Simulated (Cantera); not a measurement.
A perfectly stirred reactor is fed with CH2O : O2 : N2 = 0.014 : 0.0086 : 1 (molar parts), equivalence ratio 1.6, at 1.01 bar; it is held at 1225 K, and followed from long to short residence time.

Detailed kinetics in Cantera: GRI-Mech 3.0 (53 species, 325 reactions).

Question: What does this change do: O2 0.0086 to 0.028 parts?

Answer: 
```csv
quantity,before,after
x(CH2O) at τ = 2.40 s,3.12e-7,1.55e-6
x(O2) at τ = 2.40 s,1.16e-5,0.0135
x(NO) at τ = 2.40 s,1.10e-7,4.08e-7
x(C2H) at τ = 2.40 s,<1e-12,<1e-12
x(H2O) at τ = 2.40 s,0.00905,0.0134
x(CH2O) at τ = 13.0 ms,8.63e-6,3.32e-5
x(O2) at τ = 13.0 ms,0.000361,0.0150
x(NO) at τ = 13.0 ms,4.52e-7,1.01e-7
x(C2H) at τ = 13.0 ms,<1e-12,<1e-12
x(H2O) at τ = 13.0 ms,0.00983,0.0131
```

Question: What does this change do: 0.033 parts H2 added?

Answer: 
```csv
quantity,before,after
x(CH2O) at τ = 2.40 s,3.12e-7,3.44e-7
x(O2) at τ = 2.40 s,1.16e-5,1.22e-5
x(NO) at τ = 2.40 s,1.10e-7,1.23e-8
x(C2H) at τ = 2.40 s,<1e-12,<1e-12
x(H2O) at τ = 2.40 s,0.00905,0.0134
x(CH2O) at τ = 13.0 ms,8.63e-6,8.18e-6
x(O2) at τ = 13.0 ms,0.000361,0.000279
x(NO) at τ = 13.0 ms,4.52e-7,5.98e-8
x(C2H) at τ = 13.0 ms,<1e-12,<1e-12
x(H2O) at τ = 13.0 ms,0.00983,0.0140
```
